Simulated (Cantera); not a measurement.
Mixture: CH4 : O2 : N2 = 1 : 3.92 : 20 (molar parts), at 3.95 atm, adiabatic and at constant volume. Ignition delay is the time to a rise of 400 K.

Computed with Cantera and GRI-Mech 3.0 (53 species, 325 reactions).

Predict: delay at 1275 K; delay at 1425 K; delay at 1575 K; delay at 1725 K; apparent activation energy between 1650 and 1800 K.


| Property | Result |
|---|---|
| delay at 1275 K | 4.46 ms |
| delay at 1425 K | 0.816 ms |
| delay at 1575 K | 0.194 ms |
| delay at 1725 K | 60.2 µs |
| apparent activation energy between 1650 and 1800 K | 170 kJ/mol |
